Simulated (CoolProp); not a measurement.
Model: reference Helmholtz-energy equation of state, Thol 2018, in CoolProp.

Q: Give the vapour pressure (kPa), vapour density (kg/m³), enthalpy of vaporisation (kJ/kg), liquid cp (kJ/(kg K)) of saturated hydrogen chloride at 276 K.

A: 
```csv
T (K),p (kPa),vapour density (kg/m³),enthalpy of vaporisation (kJ/kg),liquid cp (kJ/(kg K))
276,2790,60.4,305,2.07
```
